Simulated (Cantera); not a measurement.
A closed system holds: 1 mol C2H4, 34 mol H2, 0.28 mol N2, at 100000 Pa.

Method: chemical equilibrium by Gibbs-energy minimisation in Cantera with the NASA 1993 tables (ideal gas, pure condensed phases). Candidate condensed phases: C, C6H6, C7H8, C8H18; 110 gas species. Ions and electrons are included (thermal ionisation). The numbers say what is thermodynamically allowed, not how fast it happens.

x: gas mole fraction; nothing condenses.

```
T (K)    x H    x H2       x C  x C2H2 (acetylene)  x HCN
-----  -----  ------  --------  ------------------  -----
3000   0.143   0.824   3.19e-5              0.0203    ___
3250   0.269   0.701  0.000204              0.0172    ___
3500   0.434   0.539  0.000961              0.0121    ___
3750   0.608   0.367   0.00329             0.00615    ___
4000   0.752   0.223   0.00816             0.00206    ___
4250   0.848   0.125    0.0149            0.000461    ___
4500   0.903  0.0682    0.0207             7.36e-5    ___
4750   0.932  0.0378    0.0238             1.00e-5    ___
5000   0.947  0.0217    0.0252             1.42e-6    ___
```

Task: What belongs in the gaps?

Result: 
- 3000, x HCN: 0.00650
- 3250, x HCN: 0.00597
- 3500, x HCN: 0.00499
- 3750, x HCN: 0.00361
- 4000, x HCN: 0.00219
- 4250, x HCN: 0.00110
- 4500, x HCN: 0.000463
- 4750, x HCN: 0.000176
- 5000, x HCN: 6.56e-5
